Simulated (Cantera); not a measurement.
A freely propagating, adiabatic, planar premixed flame of CH4 : C2H6 : C3H8 : O2 : N2 = 1 : 0.44 : 0.16 : 3.62 : 13.6 (molar parts), unburnt at 425 K and 0.420 bar; mixture-averaged transport, grid criteria slope 0.08 and curve 0.16, no radiation.

Computed with Cantera and GRI-Mech 3.0 (53 species, 325 reactions). Burning velocities carry a grid error of a few per cent, more on coarse grids.

What does this change do: inlet temperature 425 to 475 K?


```
quantity                     before     after
------------------------  ---------  --------
laminar burning velocity  83.6 cm/s  101 cm/s
thermal thickness          0.730 mm  0.704 mm
peak x(CH2CO)              0.000651  0.000680
peak x(H)                    0.0137    0.0142
peak x(O)                   0.00281   0.00305
```
